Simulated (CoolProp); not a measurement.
Computed with CoolProp (reference Helmholtz-energy equation of state, Gao 2022).

For n-perfluorohexane, give the phase and the cp (kJ/(kg K)), cv (kJ/(kg K)), isothermal compressibility (1/MPa), expansivity (1/kK) at 295.4 K and 9.77 MPa; 317.5 K and 9.77 MPa; 450 K and 9.77 MPa.


- 295.4 K and 9.77 MPa: liquid; cp 1.03, cv 0.849, isothermal compressibility 0.00208, expansivity 1.49
- 317.5 K and 9.77 MPa: liquid; cp 1.06, cv 0.879, isothermal compressibility 0.00255, expansivity 1.56
- 450 K and 9.77 MPa: supercritical; cp 1.20, cv 1.02, isothermal compressibility 0.0127, expansivity 2.54
